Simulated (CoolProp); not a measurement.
Saturation properties of sulfur dioxide.

Values from CoolProp's reference Helmholtz-energy equation of state, Gao 2016.

```json
[
 {"T (K)": "269.5", "p (MPa)": "0.1336", "liquid density (kg/m³)": "1445", "enthalpy of vaporisation (kJ/kg)": "383.9", "liquid cp (kJ/(kg K))": "1.364"},
 {"T (K)": "280.2", "p (MPa)": "0.2058", "liquid density (kg/m³)": "1416", "enthalpy of vaporisation (kJ/kg)": "374.0", "liquid cp (kJ/(kg K))": "1.372"},
 {"T (K)": "290.9", "p (MPa)": "[?]", "liquid density (kg/m³)": "1387", "enthalpy of vaporisation (kJ/kg)": "363.7", "liquid cp (kJ/(kg K))": "1.383"},
 {"T (K)": "301.6", "p (MPa)": "[?]", "liquid density (kg/m³)": "1357", "enthalpy of vaporisation (kJ/kg)": "352.8", "liquid cp (kJ/(kg K))": "1.398"},
 {"T (K)": "312.3", "p (MPa)": "0.6144", "liquid density (kg/m³)": "1326", "enthalpy of vaporisation (kJ/kg)": "341.3", "liquid cp (kJ/(kg K))": "1.417"},
 {"T (K)": "323", "p (MPa)": "0.8379", "liquid density (kg/m³)": "[?]", "enthalpy of vaporisation (kJ/kg)": "[?]", "liquid cp (kJ/(kg K))": "1.442"},
 {"T (K)": "333.7", "p (MPa)": "1.118", "liquid density (kg/m³)": "1260", "enthalpy of vaporisation (kJ/kg)": "316.0", "liquid cp (kJ/(kg K))": "1.473"},
 {"T (K)": "344.4", "p (MPa)": "1.463", "liquid density (kg/m³)": "1224", "enthalpy of vaporisation (kJ/kg)": "301.9", "liquid cp (kJ/(kg K))": "1.514"},
 {"T (K)": "355.2", "p (MPa)": "1.886", "liquid density (kg/m³)": "1185", "enthalpy of vaporisation (kJ/kg)": "[?]", "liquid cp (kJ/(kg K))": "1.567"},
 {"T (K)": "365.9", "p (MPa)": "2.388", "liquid density (kg/m³)": "1144", "enthalpy of vaporisation (kJ/kg)": "269.5", "liquid cp (kJ/(kg K))": "[?]"},
 {"T (K)": "376.6", "p (MPa)": "2.983", "liquid density (kg/m³)": "1098", "enthalpy of vaporisation (kJ/kg)": "250.6", "liquid cp (kJ/(kg K))": "1.737"},
 {"T (K)": "387.3", "p (MPa)": "3.682", "liquid density (kg/m³)": "1047", "enthalpy of vaporisation (kJ/kg)": "229.0", "liquid cp (kJ/(kg K))": "1.884"},
 {"T (K)": "398", "p (MPa)": "4.496", "liquid density (kg/m³)": "[?]", "enthalpy of vaporisation (kJ/kg)": "203.9", "liquid cp (kJ/(kg K))": "2.126"},
 {"T (K)": "408.7", "p (MPa)": "5.441", "liquid density (kg/m³)": "917.1", "enthalpy of vaporisation (kJ/kg)": "173.0", "liquid cp (kJ/(kg K))": "[?]"}
]
```

Problem. Complete the blanks.

Solution. 
- 290.9, p (MPa): 0.3056
- 301.6, p (MPa): 0.4395
- 323, liquid density (kg/m³): 1294
- 323, enthalpy of vaporisation (kJ/kg): 329.1
- 355.2, enthalpy of vaporisation (kJ/kg): 286.4
- 365.9, liquid cp (kJ/(kg K)): 1.638
- 398, liquid density (kg/m³): 988.4
- 408.7, liquid cp (kJ/(kg K)): 2.602

It boils at 263.1 K under 1 atm.
